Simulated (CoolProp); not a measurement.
Saturation properties of n-perfluorohexane (Tc = 174.9 °C, pc = 1742 kPa, ω = 0.497).

The numbers come from the reference Helmholtz-energy equation of state, Gao 2022 in CoolProp.

| T (°C) | p (kPa) | liquid density (kg/m³) | enthalpy of vaporisation (kJ/kg) |
|---|---|---|---|
| 65.45 | 133.2 | 1551 | 82.06 |
| 74.75 | 177.4 | 1520 | (withheld) |
| 84.05 | 232.2 | 1487 | 76.27 |
| 93.35 | 299.0 | 1452 | 73.11 |
| 102.75 | (withheld) | 1415 | 69.70 |
| 112.05 | 476.7 | 1375 | 66.05 |
| 121.35 | 590.5 | 1331 | 62.06 |
| 130.65 | 724.1 | 1282 | 57.61 |
| 140.05 | 881.8 | 1225 | 52.49 |
| 149.35 | 1063 | 1158 | (withheld) |

Problem. Fill in the missing entries.

Solution. 
- 74.75, enthalpy of vaporisation (kJ/kg): 79.24
- 102.75, p (kPa): 380.5
- 149.35, enthalpy of vaporisation (kJ/kg): 46.48

It boils at 57.1 °C under 1 atm.
